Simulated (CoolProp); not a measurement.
Vapour-liquid equilibrium of n-hexane (1) + toluene (2) at 923 kPa; x and y are mole fractions of (1).

Computed with CoolProp (multi-fluid Helmholtz-energy mixture model, Thol 2019 and Lemmon 2006; pair parameters Bell 2016).

```csv
x,bubble temperature (°C),y at the bubble point,dew temperature at overall composition x (°C),liquid density (mol/L)
0.05,207.1,0.110,209.8,7.115
0.2,195.0,0.360,202.9,6.944
0.35,185.8,0.536,195.5,6.748
0.5,178.5,0.670,187.7,6.541
0.65,172.4,0.781,179.6,6.333
0.8,167.0,0.879,171.3,6.127
0.95,162.2,0.970,163.2,5.929
```

No azeotrope shows between x = 0.05 and 0.95.

Pair parameters are fitted to limited data, so mixtures are less certain than the pure fluids.
